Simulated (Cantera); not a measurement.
Cantera run, input and output.

```python
import numpy as np
import cantera as ct

gas = ct.Solution("gri30.yaml")
gas.TPX = 1648, 510000, {'CH4': 1, 'CO2': 6.8}
inlet = ct.Reservoir(gas, clone=True)

reactor = ct.IdealGasConstPressureReactor(gas, energy="off", clone=False)
exhaust = ct.Reservoir(gas, clone=True)
tau = [5.6, 1.6, 0.46, 0.13, 0.037, 0.011, 0.0031, 0.00087][0]
for a, b in ((inlet, reactor), (reactor, exhaust)):
    ct.MassFlowController(a, b, mdot=lambda t: reactor.mass / tau)
net = ct.ReactorNet([reactor])
show = ['CH4', 'CO2', 'HO2', 'C2H', 'C2H2']

rows = []
print(f"{'tau/s':>10s}{'T/K':>9s}" + "".join(f"{s:>11s}" for s in show))
for tau in [5.6, 1.6, 0.46, 0.13, 0.037, 0.011, 0.0031, 0.00087]:
    net.initial_time = 0.0
    net.advance(30 * tau)
    before = gas.X
    net.advance(40 * tau)
    drift = np.max(np.abs(gas.X - before) / (gas.X + 1e-9))
    rows.append([gas.T, *gas[show].X, drift])
    print(f"{tau:10.3e}{gas.T:9.1f}" + "".join(f"{x:11.3e}" for x in gas[show].X))
```

Output:

```
     tau/s      T/K        CH4        CO2        HO2        C2H       C2H2
 5.600e+00   1648.0  2.665e-03  4.412e-01  2.549e-13  6.259e-10  7.826e-04
 1.600e+00   1648.0  5.760e-03  4.601e-01  2.744e-13  2.960e-09  3.572e-03
 4.600e-01   1648.0  1.086e-02  5.024e-01  3.319e-13  9.963e-09  1.119e-02
 1.300e-01   1648.0  1.963e-02  5.757e-01  4.434e-13  2.277e-08  2.341e-02
 3.700e-02   1648.0  3.787e-02  6.707e-01  5.114e-13  2.978e-08  3.021e-02
 1.100e-02   1648.0  6.988e-02  7.678e-01  4.089e-13  2.040e-08  2.161e-02
 3.100e-03   1648.0  1.013e-01  8.378e-01  2.295e-13  8.660e-09  8.268e-03
 8.700e-04   1648.0  1.185e-01  8.646e-01  9.568e-14  2.090e-09  1.485e-03
```

Computed with Cantera and GRI-Mech 3.0 (53 species, 325 reactions).
